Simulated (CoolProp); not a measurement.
Properties of cyclohexane along the isotherm 620 K (Tc = 553.6 K, pc = 4.081 MPa, ω = 0.209).

The numbers come from the reference Helmholtz-energy equation of state, Zhou 2014 in CoolProp.

```csv
p (MPa),phase,Z,cp (kJ/(kg K)),expansivity (1/kK),viscosity (µPa s)
0.255,gas,0.9851,2.763,1.692,13.6
0.51,gas,___,2.773,1.777,13.7
0.765,gas,0.9545,2.785,1.870,___
1.02,gas,0.9388,2.798,1.972,13.9
1.28,gas,0.9225,2.812,2.085,14.1
1.53,gas,0.9065,2.827,2.205,14.2
1.79,gas,0.8896,2.844,___,14.4
2.04,gas,0.8730,2.862,2.486,___
```

Q: What belongs in the gaps?

A: 
- 0.51, Z: 0.9699
- 0.765, viscosity (µPa s): 13.8
- 1.79, expansivity (1/kK): 2.341
- 2.04, viscosity (µPa s): 14.6

Viscosity comes from a separate model (Tariq 2014).
